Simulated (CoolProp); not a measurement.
Sulfur dioxide at 293.15 K and 0.211 MPa is throttled through a valve to 0.143 MPa with no heat exchange. Each further row changes one setting.

Computed with CoolProp (reference Helmholtz-energy equation of state, Gao 2016).

```tsv
case	temperature change (K)	final density (kg/m³)
as stated	-2.8	3.90
outlet pressure 0.0429 MPa	-7.1	1.17
outlet pressure 0.186 MPa	-1.0	5.08
```
